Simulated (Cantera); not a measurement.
Input: 1 mol C6H6, 0.15 mol NH3, 36 mol H2, at 61.0 Pa.

Cantera equilibrium calculation (NASA polynomials, part measured and part estimated; ideal gas, pure solids and liquids). Candidate condensed phases: C, C6H6, C7H8, C8H18; 92 gas species. Equilibrium is a limit: real reactors are often held back by kinetics, nucleation or transport.

What share of the C ends up in condensed phases as a function of T (K), at 1898, 1998, 2098, 2198, 2298, 2398, 2498, 2598, 2698, 2798, 2898?


```tsv
T (K)	C condensed (%)	as
1898	99.2	C(graphite)
1998	98.6	C(graphite)
2098	97.7	C(graphite)
2198	96.3	C(graphite)
2298	94.4	C(graphite)
2398	91.8	C(graphite)
2498	87.5	C(graphite)
2598	75.1	C(graphite)
2698	29.0	C(graphite)
2798	0.0	-
2898	0.0	-
```
